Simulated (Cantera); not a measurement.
What does this Cantera script print?

```python
import numpy as np
import cantera as ct

gas_names = """
    C CH CH2 CH3 CH2OH CH3O CH4 CH3OH CO CO2 COOH C2 C2H CHCO,ketyl C2H2,acetylene C2H2,vinylidene
    CH2CO,ketene C2H3,vinyl CH3CO,acetyl C2H4 C2H4O,ethylen CH3CHO,ethanal CH3COOH (HCOOH)2 C2H5 C2H6
    CH3OCH3 C2H5OH C2O C3 C3H3,propargyl C3H4,allene C3H4,propyne C3H4,cyclo- C3H5,allyl C3H6,propylene
    C3H6,cyclo- C3H6O C3H7,n-propyl C3H7,i-propyl C3H8 C3H8O,1propanol C3H8O,2propanol C3O2 C4 C4H2
    C4H4,1,3-cyclo- C4H6,butadiene C4H6,2-butyne C4H6,cyclo- C4H8,1-butene C4H8,cis2-buten
    C4H8,tr2-butene C4H8,isobutene C4H8,cyclo- (CH3COOH)2 C4H9,n-butyl C4H9,i-butyl C4H9,s-butyl
    C4H9,t-butyl C4H10,isobutane C4H10,n-butane C5 C5H6,1,3cyclo- C5H8,cyclo- C5H10,1-pentene
    C5H10,cyclo- C5H11,pentyl C5H11,t-pentyl C5H12,n-pentane C5H12,i-pentane CH3C(CH3)2CH3 C6H2
    C6H5,phenyl C6H5O,phenoxy C6H6 C6H5OH,phenol C6H10,cyclo- C6H12,1-hexene C6H12,cyclo- C6H13,n-hexyl
    C7H7,benzyl C7H8 C7H8O,cresol C7H14,1-heptene C7H15,n-heptyl C7H16,n-heptane C8H8,styrene
    C8H10,ethylbenz C8H16,1-octene C8H17,n-octyl C8H18,isooctane C8H18,n-octane C9H19,n-nonyl
    C10H8,naphthale C10H21,n-decyl C12H9,o-bipheny C12H10,bipheny H HCO HO2 H2 HCHO,formaldehy HCOOH H2O
    H2O2 K KH KO KOH K2 K2O2H2 O OH O2 O3
""".split()
cond_names = """
    C(gr) C6H6(L) C7H8(L) C8H18(L),n-octa H2O(s) H2O(L) K(cr) K(L) KOH(a) KOH(b) KOH(L) KO2(s) K2CO3(s)
    K2CO3(L) K2O(s) K2O2(s)
""".split()


def load(file, names, dense=False):
    # The tables refer to 1 bar. Condensed volumes are neglected.
    table = {s.name: s for s in ct.Species.list_from_file(file)}
    out = []
    for n in names:
        d = dict(table[n].input_data)
        d["thermo"] = dict(d["thermo"], **{"reference-pressure": 1e5})
        if dense:
            d["equation-of-state"] = {"model": "constant-volume", "density": "1e6 g/cm^3"}
        out.append(ct.Species.from_dict(d))
    return out


gas = ct.Solution(thermo="ideal-gas", species=load("nasa_gas.yaml", gas_names))
cond = {s.name: ct.Solution(thermo="fixed-stoichiometry", species=[s], name=s.name)
        for s in load("nasa_condensed.yaml", cond_names, dense=True)}
atoms = {
    'K2CO3': {'K': 2, 'C': 1, 'O': 3},
    'C': {'C': 1},
    'H2': {'H': 2},
}
top_T = {'C(gr)': 4500, 'KO2(s)': 780, 'K2O(s)': 1000, 'K2O2(s)': 760}  # K; cautious upper limits of use, not melting points


def equilibrate(T, P, feed):
    n = {}
    for name, mol in feed.items():
        for a, k in atoms[name].items():
            n[a] = n.get(a, 0.0) + k * mol
    gas.TPX = T, P, n
    mass = sum(n.values()) * gas.mean_molecular_weight
    gas.equilibrate("TP")
    valid = [c for c in cond.values() if c.min_temp <= T <= top_T.get(c.name, c.max_temp)]
    mix = ct.Mixture([(gas, mass / gas.mean_molecular_weight)] + [(c, 0.0) for c in valid])
    mix.T, mix.P = T, P
    mix.equilibrate("TP", solver="vcs", rtol=1e-11, max_steps=5000)
    return mix


results = []
feed = {'K2CO3': 1, 'C': 1.9, 'H2': 0.69}  # mol
P = 44000  # Pa
for T in [1075, 1150, 1225, 1300, 1375, 1450, 1525]:
    mix = equilibrate(T, P, feed)
    results.append((T, P, feed, dict(zip(mix.species_names, mix.species_moles))))
    x = sorted(zip(gas.X, gas.species_names), reverse=True)
    print(f"T = {T:g} K  P = {P:g} Pa  gas = {mix.phase_moles(0):.4g} mol")
    print("   x: " + "  ".join(f"{s} {v:.3e}" for v, s in x if v > 1e-06))
    print("   condensed (mol): " + ("  ".join(f"{mix.phase(i).name} {mix.phase_moles(i):.4g}"
          for i in range(1, mix.n_phases) if mix.phase_moles(i) > 1e-12) or "none"))
```

Output:

```
T = 1075 K  P = 44000 Pa  gas = 0.7033 mol
   x: H2 9.444e-01  CO 2.139e-02  CH4 1.770e-02  K 1.484e-02  H2O 1.123e-03  KOH 5.549e-04  CO2 2.736e-05  KH 6.786e-06  K2 6.689e-06  K2O2H2 3.044e-06
   condensed (mol): C(gr) 1.878  K2CO3(s) 0.9946
T = 1150 K  P = 44000 Pa  gas = 0.8007 mol
   x: H2 8.446e-01  CO 8.646e-02  K 5.804e-02  CH4 7.346e-03  KOH 1.817e-03  H2O 1.507e-03  CO2 1.298e-04  K2 6.735e-05  KH 3.211e-05  K2O2H2 7.942e-06
   condensed (mol): C(gr) 1.849  K2CO3(s) 0.976
T = 1225 K  P = 44000 Pa  gas = 1.307 mol
   x: H2 5.215e-01  CO 2.829e-01  K 1.877e-01  KOH 3.998e-03  CH4 1.571e-03  H2O 1.276e-03  K2 4.859e-04  CO2 4.715e-04  KH 1.013e-04  K2O2H2 1.114e-05
   condensed (mol): C(gr) 1.654  K2CO3(L) 0.874
T = 1300 K  P = 44000 Pa  gas = 5.484 mol
   x: CO 5.220e-01  K 3.464e-01  H2 1.221e-01  KOH 5.713e-03  CO2 1.736e-03  K2 1.188e-03  H2O 7.161e-04  KH 1.097e-04  CH4 1.843e-05  K2O2H2 7.609e-06
   condensed (mol): K2CO3(L) 0.02762
T = 1375 K  P = 44000 Pa  gas = 5.552 mol
   x: CO 5.179e-01  K 3.467e-01  H2 1.164e-01  KOH 1.160e-02  CO2 4.364e-03  H2O 2.027e-03  K2 8.825e-04  KH 1.273e-04  K2O2H2 1.184e-05  CH4 1.785e-06  H 1.762e-06
   condensed (mol): none
T = 1450 K  P = 44000 Pa  gas = 5.556 mol
   x: CO 5.172e-01  K 3.478e-01  H2 1.162e-01  KOH 1.066e-02  CO2 4.776e-03  H2O 2.553e-03  K2 6.770e-04  KH 1.489e-04  H 4.861e-06  K2O2H2 4.182e-06
   condensed (mol): none
T = 1525 K  P = 44000 Pa  gas = 5.559 mol
   x: CO 5.165e-01  K 3.487e-01  H2 1.160e-01  KOH 9.761e-03  CO2 5.124e-03  H2O 3.099e-03  K2 5.312e-04  KH 1.715e-04  H 1.215e-05  K2O2H2 1.599e-06
   condensed (mol): none
```

Equilibrium computed with Cantera from the NASA thermochemical tables; the gas is ideal and each condensed phase is pure.
